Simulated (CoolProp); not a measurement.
The numbers come from the reference Helmholtz-energy equation of state, Tillner-Roth 1997 in CoolProp.

### Question
Give the vapour pressure (bar), vapour density (kg/m³), liquid conductivity (mW/(m K)) of saturated CH2F2 (R32) at 6.25, 22.95, 28.45 °C.

### Answer
```tsv
T (°C)	p (bar)	vapour density (kg/m³)	liquid conductivity (mW/(m K))
6.25	9.89	26.9	150
22.95	16.0	44.6	136
28.45	18.5	52.4	131
```

Thermal conductivity comes from a separate model (Huber 2003), an estimate that may be off by 10 % or more.
